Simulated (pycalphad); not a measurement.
All values are pycalphad results on the COST 507 light-alloy database (1999) (1 atm), not direct measurements. These are 1990s assessments: newer ones move some temperatures and phases. Amounts are mole fractions of atoms. Diffusion is slow at the low end, where real alloys seldom reach equilibrium.

Q: Give the equilibrium state of Cu-22.88Si (at.%) at 810 K.

A: CU19SI6_ETA, fraction 0.720, with 24.0 Si at.%; CU4SI_EPSILON, fraction 0.280, with 20.0 Si at.%.

Q: Give the equilibrium state of Cu-22.88Si (at.%) at 530 K.

A: CU19SI6_ETA, fraction 0.941, with 24.0 Si at.%; FCC_A1, fraction 0.059, with 5.1 Si at.%.

Database names, with the compositions (at.%) that they take in these runs: CU19SI6_ETA: Cu 76 Si 24; CU4SI_EPSILON: Cu 80 Si 20. FCC_A1 is fcc.
